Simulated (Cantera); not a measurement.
A freely propagating, adiabatic, planar premixed flame of CO : H₂ : CH₄ : O₂ : N₂ = 1 : 0.044 : 0.77 : 1.59 : 5.96 (molar parts), equivalence ratio 1.3, unburnt at 575 K and 9.80 bar; mixture-averaged transport, grid criteria slope 0.08 and curve 0.16, no radiation.

Cantera simulation using GRI-Mech 3.0 (53 species, 325 reactions); the numbers are that mechanism's predictions, not measurements. Burning velocities carry a grid error of a few per cent, more on coarse grids.

Task: Predict: laminar burning velocity; thermal thickness; peak x(H₂O₂); peak x(H); peak x(C₂H₆).

Result: 
| Property | Result |
|---|---|
| laminar burning velocity | 63.6 cm/s |
| thermal thickness | 0.0545 mm |
| peak x(H₂O₂) | 7.35e-5 |
| peak x(H) | 0.00451 |
| peak x(C₂H₆) | 0.000712 |
